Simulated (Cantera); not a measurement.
Standard-state values (1 bar) from the NASA 1993 polynomials, evaluated with Cantera. Values are per mole of reaction as written; species without (g) are pure solids or liquids, kept so even where they would boil at 1 bar. TiC: taken at fixed stoichiometry.

4 Cl₂(g) + Ti + 3 C₃H₈(g) → TiC + 8 CH₃Cl(g)

| T (K) | ΔH° (kJ) | ΔS° (J/K) | ΔG° (kJ) | log10 K |
|---|---|---|---|---|
| 448 | ___ | ___ | ___ | ___ |
| 548 | -531.3 | 151.2 | -614.2 | 58.54 |
| 648 | -533.7 | 147.2 | -629.1 | 50.71 |
| 748 | -536.1 | 143.8 | -643.6 | 44.95 |
| 848 | -538.3 | 141.0 | -657.9 | 40.52 |
| 948 | ___ | ___ | ___ | ___ |

Problem. Some entries are withheld; supply them.

Solution. 
- 448, ΔH° (kJ): -529.1
- 448, ΔS° (J/K): 155.8
- 448, ΔG° (kJ): -598.8
- 448, log10 K: 69.82
- 948, ΔH° (kJ): -540.5
- 948, ΔS° (J/K): 138.6
- 948, ΔG° (kJ): -671.9
- 948, log10 K: 37.02
